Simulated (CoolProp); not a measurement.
Vapour-liquid equilibrium of methanol (1) + n-undecane (2) at 138.35 °C; x and y are mole fractions of (1).

Computed with CoolProp (multi-fluid Helmholtz-energy mixture model, de Reuck 1993 and Aleksandrov 2011; pair parameters Bell 2016).

```tsv
x	bubble pressure, mixture model (MPa)	bubble pressure, Raoult's law (MPa)	y, mixture model	y, Raoult's law
0.05	0.03453	0.07064	0.468	0.740
0.2	0.2197	0.2246	0.934	0.931
0.35	0.5612	0.3785	0.977	0.967
0.5	0.8008	0.5325	0.985	0.982
0.65	0.8721	0.6864	0.987	0.990
0.8	0.9006	0.8404	0.988	0.995
0.95	0.9931	0.9943	0.995	0.999
```

The largest gap from Raoult's law is -51.1 % in bubble pressure, at x = 0.05. No azeotrope shows between x = 0.05 and 0.95.

Pair parameters are fitted to limited data, so mixtures are less certain than the pure fluids. The gap from Raoult's law changes sign with composition, which may be real or a fault of the pair parameters; it wasn't checked against measurements. With so large a gap from Raoult's law the liquid may split in two, which this calculation doesn't test in full.
